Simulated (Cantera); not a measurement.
A perfectly stirred reactor is fed with CO : O2 : H2O : N2 = 0.0062 : 0.007 : 0.015 : 1 (molar parts), equivalence ratio 0.44, at 0.132 atm; it is held at 1175 K, and followed from long to short residence time.

Model: GRI-Mech 3.0 (53 species, 325 reactions), integrated in Cantera.

x: mole fraction; the columns are a selection and need not sum to one.

```
τ (s)       x CO     x O2   x H2O      x OH       x O   x H2O2
------  --------  -------  ------  --------  --------  -------
0.63    0.000371  0.00403  0.0144       ___   7.13e-5  3.88e-8
0.31    0.000584  0.00416  0.0143       ___  0.000108  4.24e-8
0.15    0.000920  0.00437  0.0141       ___  0.000158  4.41e-8
0.075    0.00140  0.00464  0.0140       ___  0.000216  4.41e-8
0.037    0.00213  0.00503  0.0139  0.000144  0.000274  4.32e-8
0.018    0.00315  0.00552  0.0139  0.000142  0.000301  4.11e-8
0.0089   0.00435  0.00605  0.0141       ___  0.000261  3.59e-8
0.0044   0.00543  0.00651  0.0144       ___  0.000144  2.19e-8
```

**Question.** What belongs in the gaps?

**Answer.** 
- 0.63, x OH: 7.98e-5
- 0.31, x OH: 9.70e-5
- 0.15, x OH: 0.000116
- 0.075, x OH: 0.000132
- 0.0089, x OH: 0.000118
- 0.0044, x OH: 6.79e-5
